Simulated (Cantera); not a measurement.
An isothermal, constant-pressure homogeneous reactor starts with 10.6 % C₂H₆, 89.4 % N₂, at 1650 K and 1.00 atm.

Detailed kinetics in Cantera: GRI-Mech 3.0 (53 species, 325 reactions). GRI-Mech 3.0 stops at C3 and has no aromatics, soot or wall deposition, so with more carbon than oxygen in the feed, carbon stays in small species such as C2H2 where larger ones or solid carbon would form.

One state of this run: x C₂H₆ = 6.61e-7; x CH₃ = 2.07e-5; x H₂ = 0.168; x H = 3.71e-5; x C₂H₂ = 0.0848. x: mole fraction; the columns are a selection and need not sum to one.

Q: Which value of t (s) does it belong to?
A) 0.00525
B) 0.000381
C) 0.0195
D) 1.00

A: D, 1.00
